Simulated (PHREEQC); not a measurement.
1 kg of water holding 0.077 mol/kgw Na2SO4, 0.041 mol/kgw K2SO4 and 0.12 mol/kgw NaCl is evaporated at 25 °C; the solids stay in contact with the brine. The system is closed to CO2. Solids allowed: Arcanite, Glaserite, Halite, Mirabilite, Misenite, Sylvite, Thenardite. Others were left out.

All values are PHREEQC results (Pitzer model, pitzer.dat), not measurements.

| water left (kg) | ionic strength | water activity | Thenardite (mol) |
|---|---|---|---|
| 1 | 0.474 | 0.991 | 0 |
| 0.8219 | (withheld) | 0.990 | 0 |
| 0.5552 | 0.854 | 0.985 | 0 |
| 0.4563 | 1.04 | 0.982 | 0 |
| 0.3082 | (withheld) | 0.974 | 0 |
| 0.2533 | 1.87 | 0.968 | 0 |
| 0.1711 | (withheld) | 0.953 | 0 |
| 0.1407 | 3.37 | 0.943 | 0 |
| 0.09502 | 4.99 | (withheld) | 0 |
| 0.07809 | (withheld) | 0.895 | 0 |
| 0.06418 | 6.95 | 0.874 | 0 |
| 0.04335 | (withheld) | 0.816 | 0 |
| 0.03564 | 8.99 | 0.796 | 0.0174 |
| 0.02407 | 8.43 | 0.756 | 0.0516 |
| 0.01979 | 8.45 | 0.728 | 0.0610 |
| 0.01337 | 8.45 | 0.728 | (withheld) |
| 0.01099 | 8.45 | 0.728 | 0.0620 |

Q: Fill in the missing entries.

A: 
- 0.8219, ionic strength: 0.577
- 0.3082, ionic strength: 1.54
- 0.1711, ionic strength: 2.77
- 0.09502, water activity: 0.915
- 0.07809, ionic strength: 6.07
- 0.04335, ionic strength: 8.94
- 0.01337, Thenardite (mol): 0.0618

Complexes and solids missing from the database can't appear.
